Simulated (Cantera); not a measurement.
An adiabatic, constant-pressure homogeneous reactor starts with 2.64 % CH₄, 1.43 % H₂, 8.70 % O₂, 87.2 % N₂, at 1748 K and 0.750 bar.

Computed with Cantera and GRI-Mech 3.0 (53 species, 325 reactions).

One state of this run: T (K) = 1748; x CH₄ = 0.0260; x H₂ = 0.0142; x O₂ = 0.0867; x CH₃ = 0.000361; x CH₂ = 9.64e-8; x NO₂ = <1e-12; x CH₂CO = 1.90e-8. x: mole fraction; the columns are a selection and need not sum to one.

**Question.** Which value of t (s) does it belong to?
A) 2.00e-6
B) 2.20
C) 7.00
D) 6.47e-5

**Answer.** D, 6.47e-5
